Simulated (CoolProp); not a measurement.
Vapour-liquid equilibrium of diethyl ether (1) + benzene (2) at 405.3 K; x and y are mole fractions of (1).

Values from CoolProp's multi-fluid Helmholtz-energy mixture model, Thol 2014 and Thol 2012; pair parameters Bell 2016.

**Question.** Give the bubble pressure and the first vapour's composition at x = 0.35, 0.75, 0.95. Is there an azeotrope?

**Answer.** x = 0.35: 684.8 kPa, y = 0.589; x = 0.75: 1036 kPa, y = 0.881; x = 0.95: 1231 kPa, y = 0.978. No azeotrope shows between x = 0.05 and 0.95.

Pair parameters are fitted to limited data, so mixtures are less certain than the pure fluids.
